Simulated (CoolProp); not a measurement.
Vapour-liquid equilibrium of cyclohexane (1) + o-xylene (2) at 0.00904 MPa; x and y are mole fractions of (1).

Computed with CoolProp (multi-fluid Helmholtz-energy mixture model, Zhou 2014 and Zhou 2012; pair parameters Bell 2016).

```json
[
 {"x": "0.05", "bubble temperature, mixture model (K)": "333.2", "bubble temperature, Raoult's law (K)": "336.8", "y, mixture model": "0.424", "y, Raoult's law": "0.325"},
 {"x": "0.125", "bubble temperature, mixture model (K)": "321.7", "bubble temperature, Raoult's law (K)": "327.6", "y, mixture model": "0.688", "y, Raoult's law": "0.591"},
 {"x": "0.2", "bubble temperature, mixture model (K)": "314.4", "bubble temperature, Raoult's law (K)": "320.7", "y, mixture model": "0.801", "y, Raoult's law": "0.732"},
 {"x": "0.275", "bubble temperature, mixture model (K)": "309.3", "bubble temperature, Raoult's law (K)": "315.3", "y, mixture model": "0.860", "y, Raoult's law": "0.816"},
 {"x": "0.35", "bubble temperature, mixture model (K)": "305.5", "bubble temperature, Raoult's law (K)": "310.8", "y, mixture model": "0.895", "y, Raoult's law": "0.869"},
 {"x": "0.425", "bubble temperature, mixture model (K)": "302.6", "bubble temperature, Raoult's law (K)": "307.1", "y, mixture model": "0.919", "y, Raoult's law": "0.905"},
 {"x": "0.5", "bubble temperature, mixture model (K)": "300.3", "bubble temperature, Raoult's law (K)": "304.0", "y, mixture model": "0.935", "y, Raoult's law": "0.931"},
 {"x": "0.575", "bubble temperature, mixture model (K)": "298.4", "bubble temperature, Raoult's law (K)": "301.2", "y, mixture model": "0.948", "y, Raoult's law": "0.950"},
 {"x": "0.65", "bubble temperature, mixture model (K)": "296.8", "bubble temperature, Raoult's law (K)": "298.8", "y, mixture model": "0.959", "y, Raoult's law": "0.964"},
 {"x": "0.725", "bubble temperature, mixture model (K)": "295.3", "bubble temperature, Raoult's law (K)": "296.6", "y, mixture model": "0.968", "y, Raoult's law": "0.975"},
 {"x": "0.8", "bubble temperature, mixture model (K)": "293.9", "bubble temperature, Raoult's law (K)": "294.7", "y, mixture model": "0.977", "y, Raoult's law": "0.984"},
 {"x": "0.875", "bubble temperature, mixture model (K)": "292.6", "bubble temperature, Raoult's law (K)": "292.9", "y, mixture model": "0.985", "y, Raoult's law": "0.991"},
 {"x": "0.95", "bubble temperature, mixture model (K)": "291.2", "bubble temperature, Raoult's law (K)": "291.3", "y, mixture model": "0.994", "y, Raoult's law": "0.997"}
]
```

The largest gap from Raoult's law is -6.3 K in bubble temperature, at x = 0.2. No azeotrope shows between x = 0.05 and 0.95.

The pair parameters rest on a limited set of measurements; away from them the model extrapolates.
